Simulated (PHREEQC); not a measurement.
Consider water at 64 °C with 0.034 mol K2SO4 and 0.00017 mol LiNO3 per kg of water. Closed to the air; pH follows from the charge balance.

Computed with PHREEQC (ion-association model, phreeqc.dat).

The ionic strength comes out as 0.0875 mol/kgw and the specific conductance comes out as 13900 µS/cm. The density is 0.986 g/cm³.

| species | molality | activity | log γ |
|---|---|---|---|
| K+ | 0.0607 | 0.0461 | -0.120 |
| SO4-2 | 0.0267 | 0.00970 | -0.439 |
| KSO4- | 0.00732 | 0.00573 | -0.106 |
| NO3- | 0.000170 | 0.000127 | -0.126 |
| Li+ | 0.000163 | 0.000129 | -0.102 |
| LiSO4- | 7.01e-6 | 5.46e-6 | -0.109 |

This is a speciation only: nothing precipitates in the calculation. Away from 25 °C the constants follow the database's enthalpies or fits; those with neither stay at their 25 °C values.
